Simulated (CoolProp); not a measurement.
Saturation properties of methane.

Computed with CoolProp (reference Helmholtz-energy equation of state, Setzmann 1991).

| T (°C) | p (MPa) | vapour Z | liquid viscosity (µPa s) | vapour viscosity (µPa s) | liquid conductivity (mW/(m K)) |
|---|---|---|---|---|---|
| -146.35 | 0.3016 | 0.9228 | 86.1 | 4.86 | 162 |
| -142.15 | 0.3899 | 0.9079 | 79.7 | 5.03 | 156 |
| -137.95 | 0.4958 | 0.8914 | 74.0 | 5.20 | 150 |
| -133.75 | 0.6215 | 0.8732 | 68.8 | 5.39 | 144 |
| -129.65 | 0.7651 | 0.8538 | 64.1 | 5.57 | 139 |
| -125.45 | 0.9357 | 0.8320 | 59.7 | 5.77 | 133 |
| -121.25 | 1.132 | 0.8083 | 55.5 | 5.99 | 127 |
| -117.05 | 1.357 | 0.7825 | 51.6 | 6.23 | 121 |
| -112.85 | 1.611 | 0.7543 | 47.8 | 6.50 | 115 |
| -108.65 | 1.899 | 0.7234 | 44.2 | 6.81 | 109 |
| -104.45 | 2.221 | 0.6894 | 40.7 | 7.17 | 102 |
| -100.25 | 2.581 | 0.6513 | 37.2 | 7.61 | 96.3 |

It boils at -161.5 °C under 1 atm.

Viscosity comes from a separate model (Quiñones-Cisneros 2006). Thermal conductivity comes from a separate model (Friend 1989).
